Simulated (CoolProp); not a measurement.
Vapour-liquid equilibrium of ethanol (1) + ethylbenzene (2) at 0.147 MPa; x and y are mole fractions of (1).

Computed with CoolProp (multi-fluid Helmholtz-energy mixture model, Schroeder 2014 and Zhou 2012; pair parameters Bell 2016).

Task: Give the bubble temperature and the first vapour's composition at x = 0.05, 0.35, 0.5. Is there an azeotrope?

Result: x = 0.05: 123.5 °C, y = 0.524; x = 0.35: 94.0 °C, y = 0.840; x = 0.5: 92.2 °C, y = 0.858. No azeotrope shows between x = 0.05 and 0.95.

The pair parameters rest on a limited set of measurements; away from them the model extrapolates. With so large a gap from Raoult's law the liquid may split in two, which this calculation doesn't test in full.
